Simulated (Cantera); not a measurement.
Feed: 1 mol Al₂O₃, 5 mol N₂, at 8.40 Pa.

Cantera equilibrium calculation (NASA polynomials, part measured and part estimated; ideal gas, pure solids and liquids). Candidate condensed phases: Al, AlN, Al₂O₃; 16 gas species. The numbers say what is thermodynamically allowed, not how fast it happens.

At 2052 °C, list the 5 most abundant gas species with their mole fractions, and the condensed phases.

N₂ 0.968, O 0.0157, Al 0.00953, AlO 0.00381, NO 0.00100. Condensed: Al₂O₃(s).
